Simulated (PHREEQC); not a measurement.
Consider water at 30 °C with 0.018 mol HF, 0.00079 mol NaF and 0.0031 mol LiCl per kg of water. Closed to the air; pH follows from the charge balance.

Model: ion-association model, wateq4f.dat, run in PHREEQC.

```tsv
quantity	before	after
pH	2.57	3.25
ionic strength (mol/kgw)	0.00679	0.00449
HF (mol/kgw)	0.0140	0.00119
H2F2 (mol/kgw)	0.000429	3.06e-6
HF2- (mol/kgw)	0.000195	6.54e-6
SI of Halite (NaCl)	-7.28	-7.27
```

What was changed between the two runs?
(A) diluted 100-fold with water
(B) temperature from 30 to 15 °C
(C) LiCl replaced by FeCl3 at the same molality
(D) HF from 0.018 to 0.0018 mol/kgw
(E) HF from 0.018 to 0.009 mol/kgw

D, HF from 0.018 to 0.0018 mol/kgw

No solid was allowed to form.
